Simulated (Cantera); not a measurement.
A closed system holds: 1 mol Al(CH3)3, 5.9 mol O2, 110 mol N2, held at 775 °C and 0.203 Torr.

Method: chemical equilibrium by Gibbs-energy minimisation in Cantera with the NASA 1993 tables (ideal gas, pure condensed phases). Candidate condensed phases: Al, AlN, Al2O3, C, C6H6, C7H8, C8H18, H2O; 148 gas species. The feed counts by its element totals alone. The numbers say what is thermodynamically allowed, not how fast it happens.

Base state: N2 0.936, H2O 0.0372, CO2 0.0249, H2 0.00109, CO 0.000614 (mole fractions); condensed: Al2O3(s).

Question: What changes in the equilibrium state with this change: O2 from 5.9 to 4 mol?

Answer: 
```tsv
species	before	after
N2	0.936	0.936
H2	0.00109	0.0211
H2O	0.0372	0.0172
CO2	0.0249	0.0126
CO	0.000614	0.0130
Al2O3(s), mol	0.500	0.500
```
